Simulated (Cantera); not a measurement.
**Adiabatic ignition**

An adiabatic, constant-volume homogeneous reactor starts with 2.67 % CH₄, 0.101 % H₂, 8.84 % O₂, 88.4 % N₂, equivalence ratio 0.61, at 1450 K and 825 Torr.

Cantera simulation using GRI-Mech 3.0 (53 species, 325 reactions); the numbers are that mechanism's predictions, not measurements.

| t (s) | T (K) | P (bar) | x CH₄ | x H₂ | x O₂ | x C₂H₄ | x HCN | x H₂O | x HCO |
|---|---|---|---|---|---|---|---|---|---|
| 3.00e-6 | 1450 | 1.10 | 0.0267 | 0.00101 | 0.0884 | <1e-12 | <1e-12 | 2.56e-9 | <1e-12 |
| 1.14e-5 | 1450 | 1.10 | 0.0267 | 0.00101 | 0.0884 | <1e-12 | <1e-12 | 2.81e-8 | <1e-12 |
| 4.34e-5 | 1450 | 1.10 | 0.0267 | 0.00101 | 0.0884 | 1.82e-11 | <1e-12 | 1.89e-7 | <1e-12 |
| 0.000165 | 1450 | 1.10 | 0.0267 | 0.00101 | 0.0884 | 1.90e-9 | <1e-12 | 1.88e-6 | 5.02e-12 |
| 0.000628 | 1450 | 1.10 | 0.0266 | 0.00102 | 0.0884 | 5.26e-7 | <1e-12 | 4.21e-5 | 4.04e-10 |
| 0.00239 | 1473 | 1.12 | 0.0231 | 0.00181 | 0.0859 | 0.000299 | 1.65e-11 | 0.00305 | 2.19e-7 |
| 0.00909 | 2184 | 1.66 | <1e-12 | 0.000232 | 0.0341 | <1e-12 | <1e-12 | 0.0532 | 1.47e-11 |
| 0.0346 | 2183 | 1.66 | <1e-12 | 0.000231 | 0.0339 | <1e-12 | <1e-12 | 0.0532 | 1.45e-11 |
| 0.131 | 2179 | 1.65 | <1e-12 | 0.000228 | 0.0332 | <1e-12 | <1e-12 | 0.0532 | 1.39e-11 |
| 0.500 | 2173 | 1.65 | <1e-12 | 0.000224 | 0.0321 | <1e-12 | <1e-12 | 0.0532 | 1.31e-11 |
x: mole fraction; the columns are a selection and need not sum to one.

- time of steepest temperature rise: 2.75 ms
- temperature at 0.500 s: 2173 K
- equilibrium temperature: 2171 K
- x(CH₄) at 0.500 s: <1e-12 (gas-phase equilibrium <1e-12)
- x(H₂) at 0.500 s: 0.000224 (gas-phase equilibrium 0.000222)
- x(O₂) at 0.500 s: 0.0321 (gas-phase equilibrium 0.0318)
